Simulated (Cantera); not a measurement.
## Ignition delay

Mixture: 25.4 % H₂, 15.7 % O₂, 58.9 % N₂, equivalence ratio 0.81, at 1.00 bar, adiabatic and at constant volume. Ignition delay is the time to a rise of 400 K.

Detailed kinetics in Cantera: the H2/O2 subset of GRI-Mech 3.0, which has no nitrogen chemistry.

| T0 (K) | delay (ms) |
|---|---|
| 950 | 8.09 |
| 1050 | 0.138 |
| 1150 | 0.0602 |
| 1250 | 0.0351 |
| 1350 | 0.0237 |
| 1450 | 0.0179 |
